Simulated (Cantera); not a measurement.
**Equilibrium for carbothermic reduction: CuO + CH4 + H2 + CO**

Feed: 1 mol CuO, 2.8 mol CH4, 3.3 mol H2, 1.3 mol CO, at 0.248 Torr.

Cantera equilibrium calculation (NASA polynomials, part measured and part estimated; ideal gas, pure solids and liquids). Candidate condensed phases: C, C6H6, C7H8, C8H18, Cu, CuO, Cu(OH)2, Cu2O, H2O; 113 gas species. Kinetics and transport are ignored.

From 825 K to 1225 K the condensed part is C(graphite) + Cu(s). At 1425 K the condensed part is C(graphite) + Cu(l). From 1625 K to 2225 K the condensed part is C(graphite).

```tsv
T (K)	x H2	x H	x CO	x Cu	x C2H2 (acetylene)	x H2O	x CO2	x CH4	n C(graphite)	n Cu(s)	n Cu(l)
825	0.795	3.89e-10	0.204	9.38e-12	2.88e-12	0.000674	0.000617	0.000189	1.81	1.00	0
1025	0.795	2.14e-7	0.205	1.26e-7	1.75e-9	1.43e-5	4.79e-6	1.53e-5	1.80	1.000	0
1225	0.795	1.53e-5	0.205	7.33e-5	1.29e-7	1.06e-6	1.86e-7	2.74e-6	1.80	0.999	0
1425	0.789	0.000334	0.204	0.00658	2.78e-6	1.61e-7	1.83e-8	7.74e-7	1.80	0	0.926
1625	0.727	0.00331	0.188	0.0818	2.58e-5	3.38e-8	2.81e-9	2.56e-7	1.80	0	0
1825	0.712	0.0205	0.187	0.0811	0.000153	1.11e-8	7.40e-10	1.18e-7	1.80	0	0
2025	0.655	0.0857	0.180	0.0785	0.000593	4.14e-9	2.44e-10	5.62e-8	1.78	0	0
2225	0.508	0.254	0.165	0.0715	0.00149	1.45e-9	8.77e-11	2.12e-8	1.76	0	0
```
x: gas mole fraction; n: condensed amount in mol.
